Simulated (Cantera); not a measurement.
Charge: 1 mol Si₃N₄, 0.0039 mol C, 7.7 mol H₂, equilibrated at 2250 K and 1.90 Pa.

Cantera equilibrium calculation (NASA polynomials, part measured and part estimated; ideal gas, pure solids and liquids). Candidate condensed phases: C, C₆H₆, C₇H₈, C₈H₁₈, Si, SiC, Si₃N₄; 105 gas species. The tables' values for SiN are old estimates; treat these amounts as uncertain. Equilibrium is a limit: real reactors are often held back by kinetics, nucleation or transport.

### Question
What is the equilibrium state?

### Answer
- x(H): 0.600
- x(Si): 0.165
- x(H₂): 0.124
- x(N₂): 0.110
- x(HCN): 0.000124
- x(SiH): 0.000102
- x(SiN): 3.66e-5
- x(CN): 2.34e-5
- x(SiC₂): 1.73e-5
- gas amount: 18.14 mol
- log10 activity of C(graphite) (absent): -1.52
- log10 activity of Si(l) (absent): -2.28
